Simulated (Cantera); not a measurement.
A Cantera script and what it prints.

```python
import numpy as np
import cantera as ct

gas_names = [...]  # 114 gases of nasa_gas.yaml made of C, Fe, H, O
cond_names = """
    C(gr) C6H6(L) C7H8(L) C8H18(L),n-octa Fe(a) Fe(c) Fe(d) Fe(L) FeC5O5(L) FeO(s) FeO(L) Fe(OH)2(s)
    Fe(OH)3(s) Fe2O3(s) Fe3O4(s) H2O(s) H2O(L)
""".split()


# ... load() reads the species with a 1 bar reference pressure and builds the phases ...
atoms = {
    'Fe(CO)5': {'Fe': 1, 'C': 5, 'O': 5},
    'O2': {'O': 2},
    'H2': {'H': 2},
}
top_T = {'C(gr)': 4500, 'Fe2O3(s)': 1830, 'Fe3O4(s)': 1870}  # K; cautious upper limits of use, not melting points


# ... equilibrate(T, P, feed) seeds the gas with the atoms and calls Mixture.equilibrate('TP', solver="vcs", rtol=1e-11, max_steps=5000) ...
results = []
feed = {'Fe(CO)5': 1, 'O2': 0.066, 'H2': 0.53}  # mol
T = 1000  # K
P = 133.322  # Pa
mix = equilibrate(T, P, feed)
results.append((T, P, feed, dict(zip(mix.species_names, mix.species_moles))))
print(gas.report(threshold=0.001))
for i in range(1, mix.n_phases):
    print(f"{mix.phase(i).name:16s} {mix.phase_moles(i):12.5e} mol")
```

Result:

```
       temperature   1000 K
          pressure   133.32 Pa
           density   0.00041531 kg/m^3
  mean mol. weight   25.901 kg/kmol
   phase of matter   gas

                          1 kg             1 kmol
                     ---------------   ---------------
          enthalpy       -3.2725e+06        -8.476e+07  J
   internal energy       -3.5935e+06       -9.3075e+07  J
           entropy             11100        2.8749e+05  J/K
    Gibbs function       -1.4372e+07       -3.7225e+08  J
 heat capacity c_p            1288.1             33364  J/K
 heat capacity c_v            967.13             25049  J/K

                      mass frac. Y      mole frac. X     chem. pot. / RT
                     ---------------   ---------------   ---------------
                CO           0.95377           0.88194            -45.64
               CO2           0.03775          0.022217           -86.126
                H2         0.0073312          0.094188           -26.488
               H2O         0.0011497          0.001653           -66.974
     [ +110 minor]        1.9372e-08        4.9058e-08

C(gr)             0.00000e+00 mol
Fe(a)             1.00000e+00 mol
FeC5O5(L)         0.00000e+00 mol
FeO(s)            0.00000e+00 mol
Fe(OH)2(s)        0.00000e+00 mol
Fe(OH)3(s)        0.00000e+00 mol
Fe2O3(s)          0.00000e+00 mol
Fe3O4(s)          0.00000e+00 mol
```

Equilibrium computed with Cantera from the NASA thermochemical tables; the gas is ideal and each condensed phase is pure.
